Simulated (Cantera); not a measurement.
Input: 1 mol Cr2O3, 200 mol H2, 28 mol N2.

Equilibrium computed with Cantera from the NASA thermochemical tables; the gas is ideal and each condensed phase is pure. Candidate condensed phases: Cr, CrN, Cr2N, Cr2O3, H2O; 29 gas species. Mutual solubility and eutectic melting of coexisting phases are not modelled. Rates play no part.

Stable condensed phases, one row left out:

```
T in °C \ P in Pa
              10      52     270    1400    7200   37000  190000 1000000
   1252        A       A       B       B       B       B       C       C
   1202        A       A       B       B       B       C       C       C
   1152        A       B       B       B       B       C       C       C
   1102        A       B       B       B       B       C       C       C
   1052        B       B       B       B       C       C       C       D
    952        B       B       B       C       C       C       D       D
    902        B       B       C       C       C       C       D       D
    852        B       B       C       C       C       D       D       D
    802        B       C       C       C       D       D       D       D
    752        C       C       C       C       D       D       D       D
    702        C       C       C       D       D       D       D       D
```

A: Cr2O3; B: Cr + Cr2O3; C: Cr2N + Cr2O3; D: CrN + Cr2O3.

Task: Give the row for 1002 °C.

Result: 10: Cr + Cr2O3; 52: Cr + Cr2O3; 270: Cr + Cr2O3; 1400: Cr + Cr2O3; 7200: Cr2N + Cr2O3; 37000: Cr2N + Cr2O3; 190000: Cr2N + Cr2O3; 1000000: CrN + Cr2O3.
